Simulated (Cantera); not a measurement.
Input (Python, Cantera):

```python
import numpy as np
import cantera as ct

gas = ct.Solution("gri30.yaml")
gas.TPX = 1175, 910, {'H2': 0.0063, 'O2': 1}
reactor = ct.IdealGasConstPressureReactor(gas, energy="off", clone=False)
net = ct.ReactorNet([reactor])
net.rtol, net.atol = 1e-08, 1e-18
show = ['H2', 'O2', 'O', 'H2O2', 'H2O', 'OH', 'HO2']
times = np.geomspace(1e-06, 70, 14)

steps = ct.SolutionArray(gas, extra=["t"])
rows = []
print(f"{'t/s':>10s}{'T/K':>9s}{'P/Pa':>11s}" + "".join(f"{s:>11s}" for s in show))
for t in times:
    while net.time < t:
        t_next = net.step()
        steps.append(gas.state, t=t_next)
    rows.append([np.interp(t, steps.t, y) for y in (steps.T, steps.P, *steps(*show).X.T)])
    print(f"{t:10.3e}{rows[-1][0]:9.1f}{rows[-1][1]:11.4g}" + "".join(f"{x:11.3e}" for x in rows[-1][2:]))
rate = np.gradient(steps.T, steps.t)
print("integrator steps:", len(steps.t))
if steps.T.max() > steps.T[0] + 200:
    print(f"time of steepest temperature rise: {steps.t[rate.argmax()]:.4e} s")
gas.TPX = 1175, 910, {'H2': 0.0063, 'O2': 1}
gas.equilibrate("TP")
print(f"equilibrium (TP): T = {gas.T:.1f} K  " + "  ".join(f"{s} {gas[s].X[0]:.3e}" for s in show))
```

Output:

```
       t/s      T/K       P/Pa         H2         O2          O       H2O2        H2O         OH        HO2
 1.000e-06   1175.0        910  6.261e-03  9.937e-01  1.755e-14  3.372e-19  8.101e-18  1.754e-14  2.406e-12
 4.013e-06   1175.0        910  6.261e-03  9.937e-01  2.760e-13  5.380e-18  4.675e-16  2.758e-13  9.655e-12
 1.610e-05   1175.0        910  6.261e-03  9.937e-01  4.188e-12  8.651e-17  2.873e-14  4.173e-12  3.875e-11
 6.463e-05   1175.0        910  6.261e-03  9.937e-01  5.455e-11  1.392e-15  1.564e-12  5.374e-11  1.556e-10
 2.593e-04   1175.0        910  6.261e-03  9.937e-01  4.881e-10  2.238e-14  6.055e-11  4.580e-10  6.249e-10
 1.041e-03   1175.0        910  6.261e-03  9.937e-01  3.652e-09  3.581e-13  1.620e-09  2.947e-09  2.511e-09
 4.177e-03   1175.0        910  6.260e-03  9.937e-01  8.471e-08  5.632e-12  8.147e-08  5.850e-08  1.025e-08
 1.676e-02   1175.0        910  4.540e-03  9.921e-01  1.202e-03  1.754e-08  1.326e-03  6.743e-04  7.060e-07
 6.726e-02   1175.0        910  1.633e-05  9.883e-01  5.102e-03  8.180e-09  5.936e-03  4.500e-04  4.373e-07
 2.699e-01   1175.0        910  1.164e-05  9.899e-01  3.602e-03  7.941e-09  6.015e-03  3.804e-04  3.716e-07
 1.083e+00   1175.0        910  4.329e-06  9.923e-01  1.321e-03  6.781e-09  6.144e-03  2.326e-04  2.237e-07
 4.347e+00   1175.0        910  6.570e-07  9.935e-01  1.996e-04  3.623e-09  6.233e-03  9.108e-05  7.386e-08
 1.744e+01   1175.0        910  6.441e-08  9.937e-01  1.964e-05  8.630e-10  6.266e-03  2.868e-05  1.410e-08
 7.000e+01   1175.0        910  7.201e-09  9.937e-01  2.208e-06  1.363e-10  6.275e-03  9.630e-06  2.759e-09
integrator steps: 1623
equilibrium (TP): T = 1175.0 K  H2 4.967e-10  O2 9.937e-01  O 1.536e-07  H2O2 1.138e-11  H2O 6.279e-03  OH 2.540e-06  HO2 2.507e-09
```

Cantera simulation using GRI-Mech 3.0 (53 species, 325 reactions); the numbers are that mechanism's predictions, not measurements. Radical loss at walls, strong at low pressure, is not modelled.
